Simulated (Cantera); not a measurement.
An isothermal, constant-pressure homogeneous reactor starts with 8.75 % H₂, 12.5 % O₂, 78.8 % N₂, equivalence ratio 0.35, at 925 K and 97.5 Torr.

Detailed kinetics in Cantera: the H2/O2 subset of GRI-Mech 3.0, which has no nitrogen chemistry. Radical loss at walls, strong at low pressure, is not modelled. Below about 950 K walls govern HO2 and H2O2 in real vessels. The temperature is held fixed by assumption; the heat of reaction is taken as removed at once.

One state of this run: x H₂ = 0.000237; x O₂ = 0.0851; x H₂O₂ = 5.23e-7; x H₂O = 0.0912; x O = 6.57e-6; x HO₂ = 3.38e-6. x: mole fraction; the columns are a selection and need not sum to one.

Which value of t (s) does it belong to?
A. 0.0575
B. 0.000500
C. 0.127
D. 0.0118

A, 0.0575
